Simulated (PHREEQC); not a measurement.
Solution (15 °C): 0.022 mol Pb(NO3)2 and 0.0009 mol NaCl per kg of water. Closed to the air; pH follows from the charge balance.

The numbers come from PHREEQC with the ion-association model, wateq4f.dat.

```csv
quantity,before,after
pH,4.77,1.88
ionic strength (mol/kgw),0.0577,0.0655
NO3- (mol/kgw),0.0396,0.0404
PbNO3+ (mol/kgw),0.00441,0.00354
PbOH+ (mol/kgw),1.07e-5,1.12e-8
SI of Pb(OH)2 (Pb(OH)2),-1.09,-6.96
SI of Litharge (PbO),-5.72,-11.59
```

Q: Name the change that produced these shifts.
(A) NaCl left out
(B) diluted 2-fold with water
(C) temperature from 15 to 80 °C
(D) 0.0085 mol/kgw H2SO4 added
(E) NaCl from 0.0009 to 0.00045 mol/kgw

A: D, 0.0085 mol/kgw H2SO4 added

Precipitation was switched off in this run. Some of these states are supersaturated (in Anglesite, for instance).
